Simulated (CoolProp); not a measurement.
Properties of acetone along the isobar 0.101 MPa (Tc = 508.1 K, pc = 4.692 MPa, ω = 0.307).

Computed with CoolProp (reference Helmholtz-energy equation of state, Lemmon 2006). It is a short technical equation, of lower accuracy than the large ones.

```csv
T (K),phase,cp (kJ/(kg K)),Joule-Thomson coefficient (K/MPa)
251.2,liquid,…,…
265.9,liquid,2.075,…
280.6,liquid,…,…
295.4,liquid,2.136,-0.3461
310.1,liquid,2.174,…
324.8,liquid,…,-0.2953
339.5,gas,1.557,68.54
354.2,gas,…,54.83
```

What belongs in the gaps?


- 251.2, cp (kJ/(kg K)): 2.051
- 251.2, Joule-Thomson coefficient (K/MPa): -0.3967
- 265.9, Joule-Thomson coefficient (K/MPa): -0.3828
- 280.6, cp (kJ/(kg K)): 2.103
- 280.6, Joule-Thomson coefficient (K/MPa): -0.3661
- 310.1, Joule-Thomson coefficient (K/MPa): -0.3228
- 324.8, cp (kJ/(kg K)): 2.216
- 354.2, cp (kJ/(kg K)): 1.560
